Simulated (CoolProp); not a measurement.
A Linde-Hampson liquefier for CF4 (R14): isothermal reversible compression at 320 K from 1 atm to 30 MPa, throttling to 1 atm, return gas leaving the recuperator 5 K below the feed. Each further row changes one setting.

Model: reference Helmholtz-energy equation of state, Platzer 1990, in CoolProp. This equation is an older, rougher fit; its heat capacities, sound speeds and derivatives of the liquid may be far off and weren't checked against measurements.

```
case                        liquid yield per pass  compression work (kJ/kg of gas)
--------------------------  ---------------------  -------------------------------
as stated                                     ___                              159
warm-end temperature 350 K                    ___                              ___
warm-end gap 10 K                             ___                              159
```

Q: Complete the blanks.

A: 
- as stated, liquid yield per pass: 0.238
- warm-end temperature 350 K, liquid yield per pass: 0.185
- warm-end temperature 350 K, compression work (kJ/kg of gas): 179
- warm-end gap 10 K, liquid yield per pass: 0.226
